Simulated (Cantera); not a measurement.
Cantera run:

```python
import numpy as np
import cantera as ct

gas_names = """
    AL ALCL ALCL2 ALCL3 ALN ALO ALOCL ALO2 AL2 AL2CL6 AL2O AL2O2 CL CLO CL2 N NO NO2 NO3 N2 N2O O O2 O3
""".split()
cond_names = """
    AL(cr) AL(L) ALCL3(s) ALCL3(L) ALN(s) AL2O3(a) AL2O3(L)
""".split()


# ... load() reads the species with a 1 bar reference pressure and builds the phases ...
atoms = {
    'AlCl3': {'AL': 1, 'CL': 3},
    'N2O': {'N': 2, 'O': 1},
    'N2': {'N': 2},
}
top_T = {'ALN(s)': 2750}  # K; cautious upper limits of use, not melting points


# ... equilibrate(T, P, feed) seeds the gas with the atoms and calls Mixture.equilibrate('TP', solver="vcs", rtol=1e-11, max_steps=5000) ...
results = []
feed = {'AlCl3': 1, 'N2O': 2, 'N2': 9.5}  # mol
P = 1333.22  # Pa
for T in [1373, 1423, 1473, 1523, 1573, 1623, 1673, 1723, 1773, 1823, 1873, 1923]:
    mix = equilibrate(T, P, feed)
    results.append((T, P, feed, dict(zip(mix.species_names, mix.species_moles))))

top = {s: max(r[3][s] / sum(r[3][g] for g in gas_names) for r in results) for s in gas_names}
cols = sorted((s for s in top if top[s] > 1e-06), key=lambda s: -top[s])[:5]
seen = [c for c in cond_names if any(r[3].get(c, 0) > 1e-12 for r in results)]
print("log10 of partial pressures in bar; condensed amounts in mol")
print(f"{'T/K':>10s}" + "".join(f"{s[:9]:>10s}" for s in cols + seen))
for T, P, feed, n in results:
    ng = sum(n[g] for g in gas_names)
    print(f"{T:10.4g}" + "".join(f"{np.log10(max(n[s] / ng * P / 1e5, 1e-99)):10.3f}" for s in cols)
          + "".join(f"{n.get(c, 0):10.4g}" for c in seen))
```

It prints:

```
log10 of partial pressures in bar; condensed amounts in mol
       T/K        N2        CL       CL2        O2        NO  AL2O3(a)
      1373    -1.949    -3.121    -2.964    -3.613    -5.597    0.4994
      1423    -1.954    -2.986    -3.031    -3.617    -5.480    0.4989
      1473    -1.959    -2.874    -3.119    -3.622    -5.371    0.4984
      1523    -1.964    -2.783    -3.232    -3.627    -5.269    0.4978
      1573    -1.969    -2.714    -3.369    -3.632    -5.175    0.4975
      1623    -1.974    -2.665    -3.528    -3.638    -5.086    0.4974
      1673    -1.977    -2.630    -3.703    -3.643    -5.002    0.4975
      1723    -1.979    -2.608    -3.887    -3.649    -4.923    0.4978
      1773    -1.981    -2.593    -4.074    -3.654    -4.848    0.4981
      1823    -1.982    -2.584    -4.261    -3.659    -4.777    0.4984
      1873    -1.982    -2.578    -4.443    -3.664    -4.711    0.4986
      1923    -1.983    -2.575    -4.620    -3.670    -4.647    0.4988
```

These are equilibrium values from Cantera (NASA tables, ideal gas, pure condensed phases), not measurements of a reactor.
